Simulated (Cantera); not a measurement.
An isothermal, constant-pressure homogeneous reactor starts with CH4 : N2 = 1 : 6.5 (molar parts), at 1825 K and 440 Pa. Integrator tolerance rtol = 1e-08.

Cantera simulation using GRI-Mech 3.0 (53 species, 325 reactions); the numbers are that mechanism's predictions, not measurements. GRI-Mech 3.0 stops at C3 and has no aromatics, soot or wall deposition, so with more carbon than oxygen in the feed, carbon stays in small species such as C2H2 where larger ones or solid carbon would form. Radical loss at walls, strong at low pressure, is not modelled.

### Question
What does this change do: pressure from 440 Pa to 1330 Pa?

### Answer
```csv
quantity,before,after
x(CH4) at 8.00 s,4.56e-5 (gas-phase equilibrium 2.22e-6),2.35e-5 (gas-phase equilibrium 6.76e-6)
x(H2) at 8.00 s,0.175 (gas-phase equilibrium 0.175),0.175 (gas-phase equilibrium 0.176)
x(CH3) at 8.00 s,1.28e-5 (gas-phase equilibrium 7.13e-7),4.33e-6 (gas-phase equilibrium 1.25e-6)
x(HCN) at 8.00 s,7.58e-5 (gas-phase equilibrium 0.0763),7.60e-5 (gas-phase equilibrium 0.0764)
x(C2H2) at 8.00 s,0.0587 (gas-phase equilibrium 0.0206),0.0587 (gas-phase equilibrium 0.0206)
```
